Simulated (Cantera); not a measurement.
A closed system holds: 1 mol CH3SiCl3, 0.3 mol C2H4, 27 mol H2, 0.49 mol C3H8, equilibrated at 1025 K.

Method: chemical equilibrium by Gibbs-energy minimisation in Cantera with the NASA 1993 tables (ideal gas, pure condensed phases). Candidate condensed phases: C, C6H6, C7H8, C8H18, Si, SiC; 109 gas species. The feed counts by its element totals alone. The tables' values for SiCl3 are old estimates; treat these amounts as uncertain. Kinetics and transport are ignored.

x: gas mole fraction; n: condensed amount in mol.

```
P (Pa)   x H2   x HCl     x CH4   x SiCl4  x SiHCl3  x SiCl3  n C(graphite)  n SiC(s)
------  -----  ------  --------  --------  --------  -------  -------------  --------
100     0.908  0.0918   6.06e-5   8.48e-5       ___  5.70e-6           2.07     0.997
240     0.908  0.0913  0.000146  0.000199       ___  8.69e-6           2.07     0.992
560     0.909  0.0903  0.000340  0.000444       ___  1.28e-5           2.08     0.984
1300    0.910  0.0882  0.000791  0.000939       ___  1.82e-5           2.08     0.966
3200    0.912  0.0842   0.00195   0.00191       ___  2.48e-5           2.08     0.931
7500    0.913  0.0784   0.00460   0.00335       ___  3.05e-5           2.04     0.880
18000   0.912  0.0706    0.0110   0.00530       ___  3.46e-5           1.91     0.810
42000   0.904  0.0621    0.0252   0.00754       ___  3.64e-5           1.54     0.731
100000  0.878  0.0531    0.0567    0.0102       ___  3.68e-5          0.698     0.643
```

Q: What belongs in the gaps?

A: 
- 100, x SiHCl3: 7.21e-6
- 240, x SiHCl3: 1.70e-5
- 560, x SiHCl3: 3.84e-5
- 1300, x SiHCl3: 8.32e-5
- 3200, x SiHCl3: 0.000178
- 7500, x SiHCl3: 0.000335
- 18000, x SiHCl3: 0.000589
- 42000, x SiHCl3: 0.000944
- 100000, x SiHCl3: 0.00145
